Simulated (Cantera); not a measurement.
What does this Cantera script print?

```python
import numpy as np
import cantera as ct

gas_names = """
    Br Br2 H HBr H2 Si SiBr SiBr2 SiBr3 SiBr4 SiH SiHBr3 SiH2 SiH2Br2 SiH3 SiH3Br SiH4 Si2 Si3
""".split()
cond_names = """
    Br2(cr) Br2(L) Si(cr) Si(L)
""".split()


def load(file, names, dense=False):
    # The tables refer to 1 bar. Condensed volumes are neglected.
    table = {s.name: s for s in ct.Species.list_from_file(file)}
    out = []
    for n in names:
        d = dict(table[n].input_data)
        d["thermo"] = dict(d["thermo"], **{"reference-pressure": 1e5})
        if dense:
            d["equation-of-state"] = {"model": "constant-volume", "density": "1e6 g/cm^3"}
        out.append(ct.Species.from_dict(d))
    return out


gas = ct.Solution(thermo="ideal-gas", species=load("nasa_gas.yaml", gas_names))
cond = {s.name: ct.Solution(thermo="fixed-stoichiometry", species=[s], name=s.name)
        for s in load("nasa_condensed.yaml", cond_names, dense=True)}
atoms = {
    'Si': {'Si': 1},
    'HBr': {'H': 1, 'Br': 1},
    'H2': {'H': 2},
}
top_T = {}  # K; cautious upper limits of use, not melting points


def equilibrate(T, P, feed):
    n = {}
    for name, mol in feed.items():
        for a, k in atoms[name].items():
            n[a] = n.get(a, 0.0) + k * mol
    gas.TPX = T, P, n
    mass = sum(n.values()) * gas.mean_molecular_weight
    gas.equilibrate("TP")
    valid = [c for c in cond.values() if c.min_temp <= T <= top_T.get(c.name, c.max_temp)]
    mix = ct.Mixture([(gas, mass / gas.mean_molecular_weight)] + [(c, 0.0) for c in valid])
    mix.T, mix.P = T, P
    mix.equilibrate("TP", solver="vcs", rtol=1e-11, max_steps=5000)
    return mix


results = []
feed = {'Si': 1, 'HBr': 14, 'H2': 1.1}  # mol
P = 890  # Pa
for T in [950, 1000, 1050, 1100, 1150, 1200, 1250, 1300, 1350, 1400, 1450]:
    mix = equilibrate(T, P, feed)
    results.append((T, P, feed, dict(zip(mix.species_names, mix.species_moles))))
    x = sorted(zip(gas.X, gas.species_names), reverse=True)
    print(f"T = {T:g} K  P = {P:g} Pa  gas = {mix.phase_moles(0):.4g} mol")
    print("   x: " + "  ".join(f"{s} {v:.3e}" for v, s in x if v > 1e-06))
    print("   condensed (mol): " + ("  ".join(f"{mix.phase(i).name} {mix.phase_moles(i):.4g}"
          for i in range(1, mix.n_phases) if mix.phase_moles(i) > 1e-12) or "none"))
```

Output:

```
T = 950 K  P = 890 Pa  gas = 14.1 mol
   x: HBr 7.093e-01  H2 2.198e-01  SiBr4 7.084e-02  SiHBr3 5.768e-05  Br 2.359e-05  SiBr3 1.811e-05  SiBr2 1.708e-06
   condensed (mol): none
T = 1000 K  P = 890 Pa  gas = 14.1 mol
   x: HBr 7.093e-01  H2 2.197e-01  SiBr4 7.076e-02  SiHBr3 8.952e-05  Br 6.172e-05  SiBr3 5.359e-05  SiBr2 9.984e-06  Br2 1.031e-06
   condensed (mol): none
T = 1050 K  P = 890 Pa  gas = 14.1 mol
   x: HBr 7.093e-01  H2 2.196e-01  SiBr4 7.058e-02  Br 1.476e-04  SiBr3 1.425e-04  SiHBr3 1.328e-04  SiBr2 4.902e-05  Br2 1.917e-06
   condensed (mol): none
T = 1100 K  P = 890 Pa  gas = 14.11 mol
   x: HBr 7.094e-01  H2 2.193e-01  SiBr4 7.014e-02  SiBr3 3.443e-04  Br 3.265e-04  SiBr2 2.064e-04  SiHBr3 1.890e-04  Br2 3.375e-06
   condensed (mol): none
T = 1150 K  P = 890 Pa  gas = 14.12 mol
   x: HBr 7.100e-01  H2 2.185e-01  SiBr4 6.905e-02  SiBr3 7.601e-04  SiBr2 7.539e-04  Br 6.762e-04  SiHBr3 2.573e-04  Br2 5.682e-06
   condensed (mol): none
T = 1200 K  P = 890 Pa  gas = 14.15 mol
   x: HBr 7.118e-01  H2 2.162e-01  SiBr4 6.642e-02  SiBr2 2.380e-03  SiBr3 1.523e-03  Br 1.326e-03  SiHBr3 3.300e-04  Br2 9.259e-06
   condensed (mol): none
T = 1250 K  P = 890 Pa  gas = 14.23 mol
   x: HBr 7.161e-01  H2 2.111e-01  SiBr4 6.085e-02  SiBr2 6.348e-03  SiBr3 2.706e-03  Br 2.493e-03  SiHBr3 3.865e-04  Br2 1.484e-05  H 2.354e-06  SiH2Br2 1.171e-06
   condensed (mol): none
T = 1300 K  P = 890 Pa  gas = 14.36 mol
   x: HBr 7.240e-01  H2 2.018e-01  SiBr4 5.126e-02  SiBr2 1.384e-02  Br 4.542e-03  SiBr3 4.129e-03  SiHBr3 3.974e-04  Br2 2.372e-05  H 5.268e-06  SiH2Br2 1.471e-06
   condensed (mol): none
T = 1350 K  P = 890 Pa  gas = 14.55 mol
   x: HBr 7.336e-01  H2 1.896e-01  SiBr4 3.863e-02  SiBr2 2.442e-02  Br 8.031e-03  SiBr3 5.313e-03  SiHBr3 3.513e-04  Br2 3.763e-05  H 1.100e-05  SiH2Br2 1.528e-06
   condensed (mol): none
T = 1400 K  P = 890 Pa  gas = 14.77 mol
   x: HBr 7.408e-01  H2 1.777e-01  SiBr2 3.580e-02  SiBr4 2.580e-02  Br 1.365e-02  SiBr3 5.820e-03  SiHBr3 2.708e-04  Br2 5.790e-05  H 2.174e-05  SiH2Br2 1.362e-06
   condensed (mol): none
T = 1450 K  P = 890 Pa  gas = 14.99 mol
   x: HBr 7.417e-01  H2 1.694e-01  SiBr2 4.556e-02  Br 2.208e-02  SiBr4 1.538e-02  SiBr3 5.574e-03  SiHBr3 1.883e-04  Br2 8.411e-05  H 4.126e-05  SiBr 1.735e-06  SiH2Br2 1.106e-06
   condensed (mol): none
```

These are equilibrium values from Cantera (NASA tables, ideal gas, pure condensed phases), not measurements of a reactor. The tables' values for SiBr3 are old estimates; treat these amounts as uncertain.
